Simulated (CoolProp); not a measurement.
Vapour-liquid equilibrium of octamethyltrisiloxane (MDM) (1) + octamethylcyclotetrasiloxane (D4) (2) at 327.7 K; x and y are mole fractions of (1).

Model: multi-fluid Helmholtz-energy mixture model, Thol 2017 and Thol 2015; pair parameters Bell 2016, in CoolProp.

```json
[
 {"x": "0.05", "bubble pressure, mixture model (MPa)": "0.001049", "bubble pressure, Raoult's law (MPa)": "0.001033", "y, mixture model": "0.146", "y, Raoult's law": "0.134"},
 {"x": "0.125", "bubble pressure, mixture model (MPa)": "0.001200", "bubble pressure, Raoult's law (MPa)": "0.001171", "y, mixture model": "0.310", "y, Raoult's law": "0.296"},
 {"x": "0.2", "bubble pressure, mixture model (MPa)": "0.001342", "bubble pressure, Raoult's law (MPa)": "0.001308", "y, mixture model": "0.433", "y, Raoult's law": "0.424"},
 {"x": "0.275", "bubble pressure, mixture model (MPa)": "0.001478", "bubble pressure, Raoult's law (MPa)": "0.001445", "y, mixture model": "0.531", "y, Raoult's law": "0.528"},
 {"x": "0.35", "bubble pressure, mixture model (MPa)": "0.001611", "bubble pressure, Raoult's law (MPa)": "0.001583", "y, mixture model": "0.612", "y, Raoult's law": "0.613"},
 {"x": "0.425", "bubble pressure, mixture model (MPa)": "0.001743", "bubble pressure, Raoult's law (MPa)": "0.001720", "y, mixture model": "0.680", "y, Raoult's law": "0.685"},
 {"x": "0.5", "bubble pressure, mixture model (MPa)": "0.001874", "bubble pressure, Raoult's law (MPa)": "0.001858", "y, mixture model": "0.740", "y, Raoult's law": "0.747"},
 {"x": "0.575", "bubble pressure, mixture model (MPa)": "0.002005", "bubble pressure, Raoult's law (MPa)": "0.001995", "y, mixture model": "0.793", "y, Raoult's law": "0.799"},
 {"x": "0.65", "bubble pressure, mixture model (MPa)": "0.002138", "bubble pressure, Raoult's law (MPa)": "0.002132", "y, mixture model": "0.839", "y, Raoult's law": "0.845"},
 {"x": "0.725", "bubble pressure, mixture model (MPa)": "0.002272", "bubble pressure, Raoult's law (MPa)": "0.002270", "y, mixture model": "0.881", "y, Raoult's law": "0.886"},
 {"x": "0.8", "bubble pressure, mixture model (MPa)": "0.002408", "bubble pressure, Raoult's law (MPa)": "0.002407", "y, mixture model": "0.919", "y, Raoult's law": "0.922"},
 {"x": "0.875", "bubble pressure, mixture model (MPa)": "0.002545", "bubble pressure, Raoult's law (MPa)": "0.002545", "y, mixture model": "0.952", "y, Raoult's law": "0.954"},
 {"x": "0.95", "bubble pressure, mixture model (MPa)": "0.002682", "bubble pressure, Raoult's law (MPa)": "0.002682", "y, mixture model": "0.982", "y, Raoult's law": "0.982"}
]
```

The largest gap from Raoult's law is +2.6 % in bubble pressure, at x = 0.2. No azeotrope shows between x = 0.05 and 0.95.

The pair parameters rest on a limited set of measurements; away from them the model extrapolates.
